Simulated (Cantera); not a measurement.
A perfectly stirred reactor is fed with 0.115 % CO, 1.34 % O2, 2.50 % H2O, 96.0 % N2, equivalence ratio 0.043, at 0.870 bar; it is held at 1425 K, and followed from long to short residence time.

Computed with Cantera and GRI-Mech 3.0 (53 species, 325 reactions).

One state of this run: x CO = 0.000490; x O2 = 0.0131; x H2O = 0.0248; x H2O2 = 5.79e-8; x NO = 1.13e-8; x NO2 = 1.71e-11; x N2O = 1.24e-7. x: mole fraction; the columns are a selection and need not sum to one.

Problem. Which value of τ (s) does it belong to?
(A) 0.0029
(B) 0.037
(C) 0.47
(D) 0.17

Solution. A, 0.0029
